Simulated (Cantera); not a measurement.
## Equilibrium for halide evaporation, hydrolysis and transport: CuF2 + H2 + N2

Feed: 1 mol CuF2, 21 mol H2, 270 mol N2, held at 1850 K and 4.05 Torr.

These are equilibrium values from Cantera (NASA tables, ideal gas, pure condensed phases), not measurements of a reactor. Candidate condensed phases: Cu, CuF2; 25 gas species. Kinetics and transport are ignored.

| Quantity | Result |
|---|---|
| x(N2) | 0.921 |
| x(H2) | 0.0672 |
| x(HF) | 0.00682 |
| x(Cu) | 0.00341 |
| x(H) | 0.00190 |
| x(CuF) | 3.21e-6 |
| gas amount | 293.3 mol |
| log10 activity of Cu(l) (absent) | -1.71 |
| log10 activity of CuF2(l) (absent) | -14.15 |
